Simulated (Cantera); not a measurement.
Predominance diagram of V at 1425 K against the partial pressures of O2 and N2 (log10, bar). Source: NASA polynomial tables (part measured, part estimated), evaluated in Cantera. Candidates: V(s), VN(s), VO(s), V2O3(s), V2O4(s), V2O5(l). Only these pure phases compete in this equilibrium. VN, VO: taken at fixed stoichiometry. Not in the tables: V3O5 to V6O13, V2N.

Problem. Which phase is stable at these pairs, and which metal-bearing vapour leads over it? (-1, -5.4); (0, 1); (-1, -9.7); (-1, 1); (-2, -4.4); (-5, -8.6); (-8, -7.6)

Solution. 
```
log p(O2)  log p(N2)    phase  chief vapour  log p (bar)
---------  ---------  -------  ------------  -----------
-1              -5.4  V2O5(l)           VO2         -8.0
0                  1  V2O5(l)           VO2         -8.3
-1              -9.7  V2O5(l)           VO2         -8.0
-1                 1  V2O5(l)           VO2         -8.0
-2              -4.4  V2O4(s)           VO2         -7.8
-5              -8.6  V2O4(s)           VO2         -7.8
-8              -7.6  V2O3(s)           VO2         -8.0
```
